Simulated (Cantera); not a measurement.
Input (Python, Cantera) and output of one run.

```python
import numpy as np
import cantera as ct

gas_names = """
    AL ALCL ALCL2 ALCL3 ALH ALN ALO ALOCL ALOH ALO2 ALO2H AL2 AL2CL6 AL2O AL2O2 CL CLO CL2 H HALO HCL
    HNO HNO2 HNO3 HOCL HO2 H2 H2O H2O2 N NH NH2 NH3 NH2OH NO NO2 NO3 N2 N2H2 N2H4 N2O O OH O2 O3
""".split()
cond_names = """
    AL(cr) AL(L) ALCL3(s) ALCL3(L) ALN(s) AL2O3(a) AL2O3(L) H2O(s) H2O(L) NH4CL(a) NH4CL(b)
""".split()


def load(file, names, dense=False):
    # The tables refer to 1 bar. Condensed volumes are neglected.
    table = {s.name: s for s in ct.Species.list_from_file(file)}
    out = []
    for n in names:
        d = dict(table[n].input_data)
        d["thermo"] = dict(d["thermo"], **{"reference-pressure": 1e5})
        if dense:
            d["equation-of-state"] = {"model": "constant-volume", "density": "1e6 g/cm^3"}
        out.append(ct.Species.from_dict(d))
    return out


gas = ct.Solution(thermo="ideal-gas", species=load("nasa_gas.yaml", gas_names))
cond = {s.name: ct.Solution(thermo="fixed-stoichiometry", species=[s], name=s.name)
        for s in load("nasa_condensed.yaml", cond_names, dense=True)}
atoms = {
    'AlCl3': {'AL': 1, 'CL': 3},
    'H2O': {'H': 2, 'O': 1},
    'N2': {'N': 2},
}
top_T = {'ALN(s)': 2750}  # K; cautious upper limits of use, not melting points


def equilibrate(T, P, feed):
    n = {}
    for name, mol in feed.items():
        for a, k in atoms[name].items():
            n[a] = n.get(a, 0.0) + k * mol
    gas.TPX = T, P, n
    mass = sum(n.values()) * gas.mean_molecular_weight
    gas.equilibrate("TP")
    valid = [c for c in cond.values() if c.min_temp <= T <= top_T.get(c.name, c.max_temp)]
    mix = ct.Mixture([(gas, mass / gas.mean_molecular_weight)] + [(c, 0.0) for c in valid])
    mix.T, mix.P = T, P
    mix.equilibrate("TP", solver="vcs", rtol=1e-11, max_steps=5000)
    return mix


results = []
feed = {'AlCl3': 1, 'H2O': 3.6, 'N2': 120}  # mol
P = 100  # Pa
for T in [750, 850, 950, 1050, 1150, 1250, 1350, 1450, 1550, 1650, 1750, 1850, 1950, 2050]:
    mix = equilibrate(T, P, feed)
    results.append((T, P, feed, dict(zip(mix.species_names, mix.species_moles))))

top = {s: max(r[3][s] / sum(r[3][g] for g in gas_names) for r in results) for s in gas_names}
cols = sorted((s for s in top if top[s] > 0.001), key=lambda s: -top[s])[:8]
seen = [c for c in cond_names if any(r[3].get(c, 0) > 1e-12 for r in results)]
print("log10 of partial pressures in bar; condensed amounts in mol")
print(f"{'T/K':>10s}" + "".join(f"{s[:9]:>10s}" for s in cols + seen))
for T, P, feed, n in results:
    ng = sum(n[g] for g in gas_names)
    print(f"{T:10.4g}" + "".join(f"{np.log10(max(n[s] / ng * P / 1e5, 1e-99)):10.3f}" for s in cols)
          + "".join(f"{n.get(c, 0):10.4g}" for c in seen))
```

Output:

```
log10 of partial pressures in bar; condensed amounts in mol
       T/K        N2       HCL       H2O        CL        H2         H        OH  AL2O3(a)
       750    -3.018    -4.620    -4.775   -11.399   -11.380   -18.190   -15.359       0.5
       850    -3.018    -4.620    -4.775   -10.130   -10.354   -15.865   -13.534       0.5
       950    -3.018    -4.620    -4.775    -9.171    -9.450   -13.980   -12.136       0.5
      1050    -3.018    -4.620    -4.775    -8.405    -8.693   -12.437   -11.015       0.5
      1150    -3.018    -4.620    -4.775    -7.773    -8.059   -11.157   -10.091       0.5
      1250    -3.018    -4.621    -4.775    -7.243    -7.523   -10.077    -9.316       0.5
      1350    -3.018    -4.623    -4.775    -6.793    -7.065    -9.155    -8.655       0.5
      1450    -3.018    -4.627    -4.776    -6.407    -6.668    -8.358    -8.086       0.5
      1550    -3.018    -4.636    -4.777    -6.073    -6.325    -7.664    -7.590       0.5
      1650    -3.019    -4.651    -4.781    -5.785    -6.027    -7.055    -7.154       0.5
      1750    -3.019    -4.677    -4.789    -5.538    -5.770    -6.519    -6.769       0.5
      1850    -3.020    -4.717    -4.806    -5.328    -5.553    -6.045    -6.429    0.4999
      1950    -3.021    -4.774    -4.841    -5.153    -5.374    -5.628    -6.136    0.4996
      2050    -3.023    -4.855    -4.909    -5.011    -5.237    -5.263    -5.896    0.4986
```

Cantera equilibrium calculation (NASA polynomials, part measured and part estimated; ideal gas, pure solids and liquids). Condensed phases not in the tables: AlOCl.
